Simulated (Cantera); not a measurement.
What does this Cantera script print?

```python
import numpy as np
import cantera as ct

gas_names = """
    H H2 H2S Ni NiS S SH S2 S8
""".split()
cond_names = """
    Ni(cr) Ni(L) NiS(b) NiS(a) NiS(L) NiS2(s) NiS2(L) Ni3S2(I) Ni3S2(II) Ni3S2(L) Ni3S4(s) S(cr1) S(cr2)
    S(L)
""".split()


# ... load() reads the species with a 1 bar reference pressure and builds the phases ...
atoms = {
    'NiS': {'Ni': 1, 'S': 1},
    'H2': {'H': 2},
}
top_T = {'Ni3S4(s)': 620}  # K; cautious upper limits of use, not melting points


# ... equilibrate(T, P, feed) seeds the gas with the atoms and calls Mixture.equilibrate('TP', solver="vcs", rtol=1e-11, max_steps=5000) ...
results = []
P = 13332.2  # Pa
for T in [1998, 2023, 2048, 2073, 2098, 2123, 2148, 2173, 2198, 2223, 2248, 2273]:
    for m in [170, 250, 320, 400, 470, 550, 620, 700, 770, 850, 920, 1000, 1100]:
        feed = {'NiS': 1, 'H2': m}  # mol
        mix = equilibrate(T, P, feed)
        results.append((T, P, feed, dict(zip(mix.species_names, mix.species_moles))))

for T, P, feed, n in results:
    print(f"{T:7g} {feed['H2']:10.4g}  " + (" + ".join(c for c in cond_names if n.get(c, 0) > 1e-12) or "gas only"))
```

It prints:

```
   1998        170  Ni(L)
   1998        250  Ni(L)
   1998        320  Ni(L)
   1998        400  Ni(L)
   1998        470  Ni(L)
   1998        550  Ni(L)
   1998        620  Ni(L)
   1998        700  Ni(L)
   1998        770  gas only
   1998        850  gas only
   1998        920  gas only
   1998       1000  gas only
   1998       1100  gas only
   2023        170  Ni(L)
   2023        250  Ni(L)
   2023        320  Ni(L)
   2023        400  Ni(L)
   2023        470  Ni(L)
   2023        550  gas only
   2023        620  gas only
   2023        700  gas only
   2023        770  gas only
   2023        850  gas only
   2023        920  gas only
   2023       1000  gas only
   2023       1100  gas only
   2048        170  Ni(L)
   2048        250  Ni(L)
   2048        320  Ni(L)
   2048        400  gas only
   2048        470  gas only
   2048        550  gas only
   2048        620  gas only
   2048        700  gas only
   2048        770  gas only
   2048        850  gas only
   2048        920  gas only
   2048       1000  gas only
   2048       1100  gas only
   2073        170  Ni(L)
   2073        250  Ni(L)
   2073        320  gas only
   2073        400  gas only
   2073        470  gas only
   2073        550  gas only
   2073        620  gas only
   2073        700  gas only
   2073        770  gas only
   2073        850  gas only
   2073        920  gas only
   2073       1000  gas only
   2073       1100  gas only
   2098        170  Ni(L)
   2098        250  gas only
   2098        320  gas only
   2098        400  gas only
   2098        470  gas only
   2098        550  gas only
   2098        620  gas only
   2098        700  gas only
   2098        770  gas only
   2098        850  gas only
   2098        920  gas only
   2098       1000  gas only
   2098       1100  gas only
   2123        170  gas only
   2123        250  gas only
   2123        320  gas only
   2123        400  gas only
   2123        470  gas only
   2123        550  gas only
   2123        620  gas only
   2123        700  gas only
   2123        770  gas only
   2123        850  gas only
   2123        920  gas only
   2123       1000  gas only
   2123       1100  gas only
   2148        170  gas only
   2148        250  gas only
   2148        320  gas only
   2148        400  gas only
   2148        470  gas only
   2148        550  gas only
   2148        620  gas only
   2148        700  gas only
   2148        770  gas only
   2148        850  gas only
   2148        920  gas only
   2148       1000  gas only
   2148       1100  gas only
   2173        170  gas only
   2173        250  gas only
   2173        320  gas only
   2173        400  gas only
   2173        470  gas only
   2173        550  gas only
   2173        620  gas only
   2173        700  gas only
   2173        770  gas only
   2173        850  gas only
   2173        920  gas only
   2173       1000  gas only
   2173       1100  gas only
   2198        170  gas only
   2198        250  gas only
   2198        320  gas only
   2198        400  gas only
   2198        470  gas only
   2198        550  gas only
   2198        620  gas only
   2198        700  gas only
   2198        770  gas only
   2198        850  gas only
   2198        920  gas only
   2198       1000  gas only
   2198       1100  gas only
   2223        170  gas only
   2223        250  gas only
   2223        320  gas only
   2223        400  gas only
   2223        470  gas only
   2223        550  gas only
   2223        620  gas only
   2223        700  gas only
   2223        770  gas only
   2223        850  gas only
   2223        920  gas only
   2223       1000  gas only
   2223       1100  gas only
   2248        170  gas only
   2248        250  gas only
   2248        320  gas only
   2248        400  gas only
   2248        470  gas only
   2248        550  gas only
   2248        620  gas only
   2248        700  gas only
   2248        770  gas only
   2248        850  gas only
   2248        920  gas only
   2248       1000  gas only
   2248       1100  gas only
   2273        170  gas only
   2273        250  gas only
   2273        320  gas only
   2273        400  gas only
   2273        470  gas only
   2273        550  gas only
   2273        620  gas only
   2273        700  gas only
   2273        770  gas only
   2273        850  gas only
   2273        920  gas only
   2273       1000  gas only
   2273       1100  gas only
```

Equilibrium computed with Cantera from the NASA thermochemical tables; the gas is ideal and each condensed phase is pure.
